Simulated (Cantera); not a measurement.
Input: 1 mol TEOS, 0.18 mol CO2, 170 mol N2, 2.5 mol O3, equilibrated at 1.00 Torr.

Method: chemical equilibrium by Gibbs-energy minimisation in Cantera with the NASA 1993 tables (ideal gas, pure condensed phases). Candidate condensed phases: C, C6H6, C7H8, C8H18, H2O, Si, SiC, SiO2, Si2N2O, Si3N4; 151 gas species. The feed counts by its element totals alone. The tables hold silica as quartz up to 1696 K and as liquid above; real silica turns to tridymite and cristobalite and melts near 1996 K. Kinetics and transport are ignored.

**Question.** Which condensed phases are stable at each of these points (T (K)): 873, 973, 1073, 1173, 1273, 1373, 1473, 1573, 1673, 1773?

**Answer.** 
```json
[
 {"T (K)": "873", "condensed phases": "SiO2(β-quartz)", "Si condensed (%)": "100.0"},
 {"T (K)": "973", "condensed phases": "SiO2(β-quartz)", "Si condensed (%)": "100.0"},
 {"T (K)": "1073", "condensed phases": "SiO2(β-quartz)", "Si condensed (%)": "100.0"},
 {"T (K)": "1173", "condensed phases": "SiO2(β-quartz)", "Si condensed (%)": "100.0"},
 {"T (K)": "1273", "condensed phases": "SiO2(β-quartz)", "Si condensed (%)": "100.0"},
 {"T (K)": "1373", "condensed phases": "SiO2(β-quartz)", "Si condensed (%)": "100.0"},
 {"T (K)": "1473", "condensed phases": "SiO2(β-quartz)", "Si condensed (%)": "99.9"},
 {"T (K)": "1573", "condensed phases": "SiO2(β-quartz)", "Si condensed (%)": "98.8"},
 {"T (K)": "1673", "condensed phases": "SiO2(β-quartz)", "Si condensed (%)": "87.2"},
 {"T (K)": "1773", "condensed phases": "SiO2(condensed)", "Si condensed (%)": "24.9"}
]
```

From 873 K to 1673 K the condensed part is SiO2(β-quartz). At 1773 K the condensed part is SiO2(condensed).
